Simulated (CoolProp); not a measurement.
Saturated liquid density (kg/m³) of the fluoroketone C6F12O (FK-5-1-12): the reference equation beside estimates from Tc = 168.7 °C, pc = 1869 kPa, ω = 0.471. Rackett uses Z = 0.29056 − 0.08775 ω.

Values from CoolProp's reference Helmholtz-energy equation of state, McLinden 2015.

```tsv
T (°C)	reference	Rackett	van der Waals	Redlich-Kwong	Soave-Redlich-Kwong
-18.45	1727	1913	1007	1486	1569
-7.55	1697	1878	990.4	1458	1545
3.35	1666	1842	973.4	1428	1520
14.25	1634	1805	955.7	1397	1493
25.15	1602	1767	937.2	1365	1463
36.05	1568	1728	918.0	1331	1432
46.95	1534	1687	897.7	1295	1398
57.75	1498	1645	876.7	1257	1362
68.65	1460	1601	854.3	1217	1323
79.55	1421	1555	830.4	1174	1280
90.45	1378	1505	805.0	1128	1232
101.35	1333	1453	777.6	1079	1180
```

Absolute difference from the reference over all 12 rows, mean and median: Rackett 10.0 and 10.1 %, van der Waals 41.6 and 41.5 %, Redlich-Kwong 15.8 and 15.3 %, Soave-Redlich-Kwong 9.3 and 9.0 %.
